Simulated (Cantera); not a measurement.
A closed system holds: 1 mol C, 0.21 mol O2, 0.41 mol H2, 0.19 mol NH3, equilibrated at 2698.15 K and 28.0 Pa.

Cantera equilibrium calculation (NASA polynomials, part measured and part estimated; ideal gas, pure solids and liquids). Candidate condensed phases: C, C6H6, C7H8, C8H18, H2O; 136 gas species. Kinetics and transport are ignored.

Base state: H 0.645, CO 0.220, N2 0.0441, H2 0.0366, C3 0.0307, C 0.00740, CN 0.00594, HCN 0.00450 (mole fractions); condensed: C(graphite).

**Question.** What changes in the equilibrium state with this change: temperature from 2698.15 K to 2273.15 K?

**Answer.** 
```csv
species,before,after
H2,0.0366,0.339
CO,0.220,0.296
H,0.645,0.293
C3,0.0307,3.61e-5
N2,0.0441,0.0639
C5,0.000203,3.64e-8
C4,4.00e-5,8.27e-9
"C(graphite), mol",0.346,0.567
```
